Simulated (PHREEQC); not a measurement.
Consider water at 80 °C with 0.06 mol KHCO3, 0.00011 mol Na2CO3 and 0.00028 mol LiCl per kg of water. Closed to the air; pH follows from the charge balance.

All values are PHREEQC results (ion-association model, phreeqc.dat), not measurements.

```csv
quantity,before,after
pH,8.05,8.29
CO3-2 (mol/kgw),0.000955,0.000113
SI of Sylvite (KCl),-6.12,-6.99
```

Problem. Name the change that produced these shifts.
A) 0.074 mol/kgw LiOH added
B) Na2CO3 left out
C) Na2CO3 replaced by NaNO3 at the same molality
D) KHCO3 from 0.06 to 0.006 mol/kgw

Solution. D, KHCO3 from 0.06 to 0.006 mol/kgw

Precipitation was switched off in this run. Away from 25 °C the constants follow the database's enthalpies or fits; those with neither stay at their 25 °C values.
